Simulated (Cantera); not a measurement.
What does this Cantera script print?

```python
import numpy as np
import cantera as ct

gas_names = """
    H HNO HNO2 HNO3 HO2 H2 H2O H2O2 N NH NH2 NH3 NH2OH NO NO2 NO3 N2 N2H2 N2H4 N2O O OH O2 O3 Si SiH
    SiH2 SiH3 SiH4 SiN SiO SiO2 Si2 Si2N Si3
""".split()
cond_names = """
    H2O(s) H2O(L) Si(cr) Si(L) SiO2(Lqz) SiO2(hqz) SiO2(L) Si2N2O(s) Si3N4(a)
""".split()


# ... load() reads the species with a 1 bar reference pressure and builds the phases ...
atoms = {
    'SiH4': {'Si': 1, 'H': 4},
    'NO': {'N': 1, 'O': 1},
}
top_T = {'Si2N2O(s)': 2100, 'Si3N4(a)': 2400}  # K; cautious upper limits of use, not melting points


# ... equilibrate(T, P, feed) seeds the gas with the atoms and calls Mixture.equilibrate('TP', solver="vcs", rtol=1e-11, max_steps=5000) ...
results = []
feed = {'SiH4': 1, 'NO': 0.6}  # mol
T = 1548  # K
for P in [5, 17, 59, 210, 710, 2400, 8400, 29000, 100000]:
    mix = equilibrate(T, P, feed)
    results.append((T, P, feed, dict(zip(mix.species_names, mix.species_moles))))

top = {s: max(r[3][s] / sum(r[3][g] for g in gas_names) for r in results) for s in gas_names}
cols = sorted((s for s in top if top[s] > 1e-05), key=lambda s: -top[s])[:6]
seen = [c for c in cond_names if any(r[3].get(c, 0) > 1e-12 for r in results)]
print("log10 of partial pressures in bar; condensed amounts in mol")
print(f"{'P/Pa':>10s}" + "".join(f"{s[:9]:>10s}" for s in cols + seen))
for T, P, feed, n in results:
    ng = sum(n[g] for g in gas_names)
    print(f"{P:10.4g}" + "".join(f"{np.log10(max(n[s] / ng * P / 1e5, 1e-99)):10.3f}" for s in cols)
          + "".join(f"{n.get(c, 0):10.4g}" for c in seen))
```

Output:

```
log10 of partial pressures in bar; condensed amounts in mol
      P/Pa        H2       SiO        N2         H        Si    Si(cr) SiO2(hqz) Si2N2O(s)
         5    -4.465    -4.986    -5.287    -6.744    -7.498    0.3981         0         0
        17    -3.889    -4.523    -4.976    -6.456    -7.498    0.2631         0    0.1364
        59    -3.296    -4.098    -5.401    -6.160    -7.498    0.1156         0    0.2843
       210    -2.739    -3.561    -5.938    -5.881    -7.498    0.1012         0    0.2987
       710    -2.210    -3.033    -6.466    -5.616    -7.498    0.1001         0    0.2999
      2400    -1.642    -2.918    -6.581    -5.333    -7.498    0.1971   0.09703       0.3
      8400    -1.082    -2.918    -6.581    -5.053    -7.498    0.2354    0.1354       0.3
   2.9e+04    -0.539    -2.918    -6.581    -4.781    -7.498    0.2458    0.1458       0.3
     1e+05    -0.001    -2.918    -6.581    -4.512    -7.498    0.2488    0.1488       0.3
```

These are equilibrium values from Cantera (NASA tables, ideal gas, pure condensed phases), not measurements of a reactor. Mutual solubility and eutectic melting of coexisting phases are not modelled. The tables hold silica as quartz up to 1696 K and as liquid above; real silica turns to tridymite and cristobalite and melts near 1996 K.
